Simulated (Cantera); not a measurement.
**Ignition delay**

Mixture: 2.99 % CH₄, 0.778 % C₂H₆, 20.3 % O₂, 76.0 % N₂, equivalence ratio 0.43, at 2030 Torr, adiabatic and at constant volume. Ignition delay is the time to a rise of 400 K.

Model: GRI-Mech 3.0 (53 species, 325 reactions), integrated in Cantera.

```json
[
 {"T0 (K)": "1150", "delay (ms)": "3.72"},
 {"T0 (K)": "1250", "delay (ms)": "0.730"},
 {"T0 (K)": "1350", "delay (ms)": "0.218"},
 {"T0 (K)": "1450", "delay (ms)": "0.0872"},
 {"T0 (K)": "1550", "delay (ms)": "0.0414"},
 {"T0 (K)": "1650", "delay (ms)": "0.0220"},
 {"T0 (K)": "1750", "delay (ms)": "0.0128"}
]
```

* **apparent activation energy between 1550 and 1750 K**: 130 kJ/mol
